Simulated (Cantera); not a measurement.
What does this Cantera script print?

```python
import numpy as np
import cantera as ct

gas = ct.Solution("gri30.yaml")


def delay(T, t_max=10):
    gas.TPX = T, 120000, {'CH4': 1, 'O2': 2.99, 'N2': 11.2, 'CO2': 3}
    reactor = ct.IdealGasConstPressureReactor(gas, clone=False)
    net = ct.ReactorNet([reactor])
    net.rtol, net.atol = 1e-8, 1e-16
    while net.time < t_max:
        t_old, T_old = net.time, reactor.T
        net.step()
        if reactor.T > T + 400:  # ignition: a rise of 400 K
            return t_old + (T + 400 - T_old) / (reactor.T - T_old) * (net.time - t_old)
    return np.nan


taus = []
for T in [1100, 1200, 1300, 1400, 1500, 1600, 1700, 1800, 1900]:
    taus.append(delay(T))
    print(f"T0 = {T:6g} K   tau = {taus[-1]:.4e} s")
```

It prints:

```
T0 =   1100 K   tau = 1.8081e-01 s
T0 =   1200 K   tau = 4.1508e-02 s
T0 =   1300 K   tau = 1.0970e-02 s
T0 =   1400 K   tau = 3.3035e-03 s
T0 =   1500 K   tau = 1.1422e-03 s
T0 =   1600 K   tau = 4.5933e-04 s
T0 =   1700 K   tau = 2.1310e-04 s
T0 =   1800 K   tau = 1.1122e-04 s
T0 =   1900 K   tau = 6.3756e-05 s
```

Computed with Cantera and GRI-Mech 3.0 (53 species, 325 reactions).
